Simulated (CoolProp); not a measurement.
Carbon dioxide along the isotherm 17.75 °C: Z from the reference equation and from simpler models built on Tc = 31.0 °C, pc = 73.77 bar, ω = 0.224; each cubic takes its own stable root.

Computed with CoolProp (reference Helmholtz-energy equation of state, Span 1996).

```json
[
 {"p (bar)": "0.35", "phase": "gas", "reference": "0.9981"},
 {"p (bar)": "0.565", "phase": "gas", "reference": "0.9970"},
 {"p (bar)": "0.913", "phase": "gas", "reference": "0.9951"},
 {"p (bar)": "1.48", "phase": "gas", "reference": "0.9920"},
 {"p (bar)": "2.38", "phase": "gas", "reference": "0.9871"},
 {"p (bar)": "3.85", "phase": "gas", "reference": "0.9790"},
 {"p (bar)": "6.22", "phase": "gas", "reference": "0.9657"},
 {"p (bar)": "10.1", "phase": "gas", "reference": "0.9433"},
 {"p (bar)": "16.2", "phase": "gas", "reference": "0.9065"},
 {"p (bar)": "26.2", "phase": "gas", "reference": "0.8404"},
 {"p (bar)": "42.4", "phase": "gas", "reference": "0.7083"},
 {"p (bar)": "68.5", "phase": "liquid", "reference": "0.1505"},
 {"p (bar)": "111", "phase": "liquid", "reference": "0.2286"}
]
```

**Question.** How far does each simpler model (van der Waals, Soave-Redlich-Kwong, Peng-Robinson) lie from the reference over these 13 states: mean and median of the absolute difference, and the worst?

**Answer.** 
- van der Waals: mean 9.4 %, median 0.6 %, worst +59.1 % at 17.75 °C and 68.5 bar
- Soave-Redlich-Kwong: mean 2.6 %, median 0.0 %, worst +18.6 % at 17.75 °C and 68.5 bar
- Peng-Robinson: mean 1.0 %, median 0.3 %, worst +5.7 % at 17.75 °C and 68.5 bar
